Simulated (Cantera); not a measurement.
What does this Cantera script print?

```python
import numpy as np
import cantera as ct

gas = ct.Solution("gri30.yaml")


def delay(T, t_max=10):
    gas.TPX = T, 500000, {'CH4': 1, 'O2': 3.39, 'N2': 12.7, 'H2O': 1.1}
    reactor = ct.IdealGasConstPressureReactor(gas, clone=False)
    net = ct.ReactorNet([reactor])
    net.rtol, net.atol = 1e-8, 1e-16
    while net.time < t_max:
        t_old, T_old = net.time, reactor.T
        net.step()
        if reactor.T > T + 400:  # ignition: a rise of 400 K
            return t_old + (T + 400 - T_old) / (reactor.T - T_old) * (net.time - t_old)
    return np.nan


taus = []
for T in [1300, 1400, 1500, 1600, 1700, 1800, 1900, 2000, 2100, 2200]:
    taus.append(delay(T))
    print(f"T0 = {T:6g} K   tau = {taus[-1]:.4e} s")
```

Result:

```
T0 =   1300 K   tau = 2.4639e-03 s
T0 =   1400 K   tau = 8.2982e-04 s
T0 =   1500 K   tau = 3.0461e-04 s
T0 =   1600 K   tau = 1.2213e-04 s
T0 =   1700 K   tau = 5.4051e-05 s
T0 =   1800 K   tau = 2.6498e-05 s
T0 =   1900 K   tau = 1.4282e-05 s
T0 =   2000 K   tau = 8.3613e-06 s
T0 =   2100 K   tau = 5.2592e-06 s
T0 =   2200 K   tau = 3.5320e-06 s
```

Cantera simulation using GRI-Mech 3.0 (53 species, 325 reactions); the numbers are that mechanism's predictions, not measurements.
